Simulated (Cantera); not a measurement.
A perfectly stirred reactor is fed with H2 : O2 : N2 = 1 : 0.568 : 2.14 (molar parts), at 750 Torr; it is adiabatic with a 750 K inlet, and is followed from long to short residence time, starting on the burning branch (τ in s: 0.027, 0.016, 0.0091, 0.0053, 0.003, 0.0018, 0.001, 0.0006, 0.00035, 0.0002, 0.00012, 6.7e-05).

Detailed kinetics in Cantera: the H2/O2 subset of GRI-Mech 3.0, which has no nitrogen chemistry.

Predict: blow-out, bracketed by the residence times tried; x(H2) at τ = 27.0 ms; x(O2) at τ = 27.0 ms; x(OH) at τ = 27.0 ms; x(HO2) at τ = 27.0 ms; x(H2O2) at τ = 27.0 ms; x(H2) at τ = 1.00 ms; x(O2) at τ = 1.00 ms; x(OH) at τ = 1.00 ms; x(HO2) at τ = 1.00 ms; x(H2O2) at τ = 1.00 ms.


```json
{
  "blow_out_bracketed_by_the_residence_times_tried": "burning at 67.0 µs, the shortest tried",
  "x(H2) at τ = 27.0 ms": "0.0133",
  "x(O2) at τ = 27.0 ms": "0.0232",
  "x(OH) at τ = 27.0 ms": "0.0156",
  "x(HO2) at τ = 27.0 ms": "4.91e-6",
  "x(H2O2) at τ = 27.0 ms": "3.15e-7",
  "x(H2) at τ = 1.00 ms": "0.0236",
  "x(O2) at τ = 1.00 ms": "0.0272",
  "x(OH) at τ = 1.00 ms": "0.0196",
  "x(HO2) at τ = 1.00 ms": "5.92e-6",
  "x(H2O2) at τ = 1.00 ms": "2.78e-7"
}
```
